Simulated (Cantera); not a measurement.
Input: 1 mol CuF2, 0.42 mol O2, 470 mol N2, held at 1200 °C and 13.3 mbar.

Cantera equilibrium calculation (NASA polynomials, part measured and part estimated; ideal gas, pure solids and liquids). Candidate condensed phases: Cu, CuF2, CuO, Cu2O; 22 gas species. Rates play no part.

Base state: N2 0.996, CuF2 0.00150, O2 0.000852, F 0.000616, CuF 0.000616, NO 7.67e-5 (mole fractions); condensed: gas only.

Problem. What changes in the equilibrium state with this change: temperature from 1200 °C to 725 °C?

Solution. 
```json
[
 {"species": "N2", "before": "0.996", "after": "0.998"},
 {"species": "O2", "before": "0.000852", "after": "0.000891"},
 {"species": "CuF2", "before": "0.00150", "after": "0.000851"},
 {"species": "F", "before": "0.000616", "after": "6.68e-7"},
 {"species": "CuF", "before": "0.000616", "after": "6.68e-7"},
 {"species": "NO", "before": "7.67e-5", "after": "2.25e-6"},
 {"species": "CuF2(s), mol", "before": "0", "after": "0.599"}
]
```
